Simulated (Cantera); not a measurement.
Stirred combustor or abatement burner

A perfectly stirred reactor is fed with 9.27 % CH4, 1.85 % H2, 15.0 % O2, 56.3 % N2, 17.6 % H2O, equivalence ratio 1.3, at 2.37 atm; it is adiabatic with a 373 K inlet, and is followed from long to short residence time, starting on the burning branch (τ in s: 0.026, 0.015, 0.0082, 0.0046, 0.0026, 0.0015, 0.00083, 0.00047, 0.00026, 0.00015, 8.3e-05).

Detailed kinetics in Cantera: GRI-Mech 3.0 (53 species, 325 reactions).

```csv
τ (s),T (K),x CH4,x H2,x O2,x NO2,x N2O
0.026,1830,0.00298,0.0408,0.00137,3.44e-10,3.14e-9
0.015,1823,0.00335,0.0394,0.00205,4.70e-10,4.64e-9
0.0082,1811,0.00376,0.0381,0.00317,6.50e-10,7.18e-9
0.0046,1792,0.00428,0.0369,0.00488,8.47e-10,1.11e-8
0.0026,1759,0.00516,0.0355,0.00791,1.00e-9,1.78e-8
0.0015,373,0.0927,0.0185,0.150,<1e-12,<1e-12
0.00083,373,0.0927,0.0185,0.150,<1e-12,<1e-12
0.00047,373,0.0927,0.0185,0.150,<1e-12,<1e-12
0.00026,373,0.0927,0.0185,0.150,<1e-12,<1e-12
0.00015,373,0.0927,0.0185,0.150,<1e-12,<1e-12
8.3e-5,373,0.0927,0.0185,0.150,<1e-12,<1e-12
```
x: mole fraction; the columns are a selection and need not sum to one.
